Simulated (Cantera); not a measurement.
A perfectly stirred reactor is fed with 17.4 % CO, 8.18 % H2, 15.2 % O2, 57.3 % N2, 1.91 % CO2, equivalence ratio 0.84, at 1.30 bar; it is adiabatic with a 423 K inlet, and is followed from long to short residence time, starting on the burning branch (τ in s: 0.2, 0.076, 0.029, 0.011, 0.0043, 0.0016, 0.00063, 0.00024, 9.2e-05, 3.5e-05, 1.3e-05, 5.2e-06).

Detailed kinetics in Cantera: GRI-Mech 3.0 (53 species, 325 reactions).

x: mole fraction; the columns are a selection and need not sum to one.

```csv
τ (s),T (K),x CO,x H2,x O2,x CO2,x HO2,x OH
0.20,2292,0.0127,0.000989,0.0312,0.207,1.95e-6,0.00413
0.076,2284,0.0140,0.00109,0.0323,0.206,2.02e-6,0.00437
0.029,2262,0.0168,0.00133,0.0342,0.202,2.16e-6,0.00484
0.011,2215,0.0223,0.00183,0.0371,0.196,…,0.00564
0.0043,2141,0.0303,0.00263,0.0410,0.187,…,0.00661
0.0016,2035,0.0405,0.00381,0.0458,0.175,…,0.00750
0.00063,1913,0.0508,0.00515,0.0507,0.162,…,0.00788
0.00024,1761,0.0624,0.00664,0.0567,0.148,…,0.00749
9.2e-5,1564,0.0811,0.00815,0.0671,0.126,…,0.00586
3.5e-5,423,0.174,0.0818,0.152,0.0191,<1e-12,<1e-12
1.3e-5,423,0.174,0.0818,0.152,0.0191,<1e-12,<1e-12
5.2e-6,423,0.174,0.0818,0.152,0.0191,<1e-12,<1e-12
```

Problem. Fill in the missing entries.

Solution. 
- 0.011, x HO2: 2.60e-6
- 0.0043, x HO2: 3.84e-6
- 0.0016, x HO2: 6.74e-6
- 0.00063, x HO2: 1.15e-5
- 0.00024, x HO2: 1.91e-5
- 9.2e-5, x HO2: 3.24e-5
